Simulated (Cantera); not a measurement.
Feed: 1 mol CH₃F, 0.034 mol HCl, equilibrated at 800 K and 1000 Pa.

Method: chemical equilibrium by Gibbs-energy minimisation in Cantera with the NASA 1993 tables (ideal gas, pure condensed phases). Candidate condensed phases: C, C₆H₆, C₇H₈, C₈H₁₈; 118 gas species. Kinetics and transport are ignored.

Base state: HF 0.493, H₂ 0.487, HCl 0.0168, CH₄ 0.00319 (mole fractions); condensed: C(graphite).

What changes in the equilibrium state with this change: HCl from 0.034 to 0.83 mol?


```json
[
 {"species": "HF", "before": "0.493", "after": "0.354"},
 {"species": "H₂", "before": "0.487", "after": "0.351"},
 {"species": "HCl", "before": "0.0168", "after": "0.294"},
 {"species": "CH₄", "before": "0.00319", "after": "0.00165"},
 {"species": "C(graphite), mol", "before": "0.994", "after": "0.995"}
]
```
